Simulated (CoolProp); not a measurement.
The numbers come from the reference Helmholtz-energy equation of state, Leachman 2009 in CoolProp.

Problem. For normal hydrogen, give the phase and the conductivity (mW/(m K)) at 742.4 K and 4.4 MPa.

Solution. 
- 742.4 K and 4.4 MPa: supercritical; conductivity 365

Thermal conductivity comes from a separate model (Assael 2011).
